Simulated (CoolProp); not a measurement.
Vapour-liquid equilibrium of benzene (1) + n-heptane (2) at 66.75 °C; x and y are mole fractions of (1).

Values from CoolProp's multi-fluid Helmholtz-energy mixture model, Thol 2012 and Span 2003; pair parameters Bell 2016.

Question: Give the bubble pressure and the first vapour's composition at x = 0.05, 0.8, 0.95. Is there an azeotrope?

Answer: x = 0.05: 0.3862 bar, y = 0.112; x = 0.8: 0.6379 bar, y = 0.848; x = 0.95: 0.6565 bar, y = 0.956. No azeotrope shows between x = 0.05 and 0.95.

Pair parameters are fitted to limited data, so mixtures are less certain than the pure fluids.
